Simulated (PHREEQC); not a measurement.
Model water analysis in mg/L, 5 °C, pH 7.3, pe 12.1: Na 2130; K 0.00408; Ca 120; Mg 48.1; Cl 2710; S(6) as SO4 1280; Alkalinity as HCO3 172; Br 244; Zn 21; F 0.367.

Valence states are taken as typed.

Equilibrium calculation in PHREEQC: ion-association model, phreeqc.dat.

Question: The ionic strength comes out as 0.118 mol/kgw. What activity coefficients do Na+, Zn+2, NaSO4-, MgHCO3+, Ca+2 get?

Answer: Na+ 0.78, Zn+2 0.37, NaSO4- 0.78, MgHCO3+ 0.76, Ca+2 0.38.

Precipitation was switched off in this run. Constants without temperature data keep their 25 °C values here.
